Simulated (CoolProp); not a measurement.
Vapour-liquid equilibrium of n-hexane (1) + o-xylene (2) at 0.282 MPa; x and y are mole fractions of (1).

Model: multi-fluid Helmholtz-energy mixture model, Thol 2019 and Zhou 2012; pair parameters Bell 2016, in CoolProp.

```tsv
x	bubble temperature (°C)	y at the bubble point	dew temperature at overall composition x (°C)	liquid density (mol/L)
0.05	177.9	0.215	185.6	6.881
0.125	165.4	0.443	182.2	6.933
0.2	155.2	0.593	178.7	6.964
0.275	146.7	0.696	174.9	6.977
0.35	139.7	0.769	170.9	6.976
0.425	133.8	0.822	166.5	6.964
0.5	128.6	?	161.8	6.944
0.575	124.2	0.895	?	6.917
0.65	120.2	0.920	150.7	6.883
0.725	116.6	0.942	144.1	6.845
0.8	113.3	0.960	136.3	6.803
0.875	110.2	0.976	?	?
0.95	107.2	0.991	115.1	6.708
```

Q: What belongs in the gaps?

A: 
- 0.5, y at the bubble point: 0.863
- 0.575, dew temperature at overall composition x (°C): 156.5
- 0.875, dew temperature at overall composition x (°C): 127.0
- 0.875, liquid density (mol/L): 6.757

No azeotrope shows between x = 0.05 and 0.95.

The pair parameters rest on a limited set of measurements; away from them the model extrapolates.
